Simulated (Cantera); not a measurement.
Adiabatic ignition

An adiabatic, constant-pressure homogeneous reactor starts with 20.1 % CH3OH, 16.8 % O2, 63.1 % N2, at 1423 K and 0.850 bar.

Model: GRI-Mech 3.0 (53 species, 325 reactions), integrated in Cantera. GRI-Mech 3.0 was tuned for natural gas; its chemistry of methanol as a main component is partial and can be far from experiment.

```json
[
 {"t (s)": "1.00e-6", "T (K)": "1423", "x CH3OH": "0.201", "x O2": "0.168", "x CO2": "1.05e-7", "x C2H6": "2.28e-12", "x OH": "6.30e-8"},
 {"t (s)": "4.19e-6", "T (K)": "1423", "x CH3OH": "0.201", "x O2": "0.168", "x CO2": "4.81e-7", "x C2H6": "1.35e-10", "x OH": "6.38e-8"},
 {"t (s)": "1.76e-5", "T (K)": "1423", "x CH3OH": "0.201", "x O2": "0.168", "x CO2": "2.06e-6", "x C2H6": "4.30e-9", "x OH": "6.94e-8"},
 {"t (s)": "7.37e-5", "T (K)": "1423", "x CH3OH": "0.201", "x O2": "0.168", "x CO2": "8.69e-6", "x C2H6": "3.29e-8", "x OH": "1.61e-7"},
 {"t (s)": "0.000309", "T (K)": "1432", "x CH3OH": "0.193", "x O2": "0.164", "x CO2": "4.34e-5", "x C2H6": "7.98e-8", "x OH": "3.16e-6"},
 {"t (s)": "0.00129", "T (K)": "2571", "x CH3OH": "<1e-12", "x O2": "0.000605", "x CO2": "0.0425", "x C2H6": "<1e-12", "x OH": "0.00696"},
 {"t (s)": "0.00543", "T (K)": "2584", "x CH3OH": "<1e-12", "x O2": "0.000483", "x CO2": "0.0424", "x C2H6": "<1e-12", "x OH": "0.00629"},
 {"t (s)": "0.0228", "T (K)": "2582", "x CH3OH": "<1e-12", "x O2": "0.000470", "x CO2": "0.0423", "x C2H6": "<1e-12", "x OH": "0.00621"},
 {"t (s)": "0.0954", "T (K)": "2582", "x CH3OH": "<1e-12", "x O2": "0.000470", "x CO2": "0.0423", "x C2H6": "<1e-12", "x OH": "0.00620"},
 {"t (s)": "0.400", "T (K)": "2582", "x CH3OH": "<1e-12", "x O2": "0.000470", "x CO2": "0.0423", "x C2H6": "<1e-12", "x OH": "0.00620"}
]
```
x: mole fraction; the columns are a selection and need not sum to one.

```json
{
  "time_of_steepest_temperature_rise": "0.475 ms",
  "temperature at 0.400 s": "2582 K",
  "equilibrium_temperature": "2582 K",
  "x(CH3OH) at 0.400 s": "<1e-12 (gas-phase equilibrium <1e-12)",
  "x(O2) at 0.400 s": "0.000470 (gas-phase equilibrium 0.000470)",
  "x(CO2) at 0.400 s": "0.0423 (gas-phase equilibrium 0.0423)"
}
```
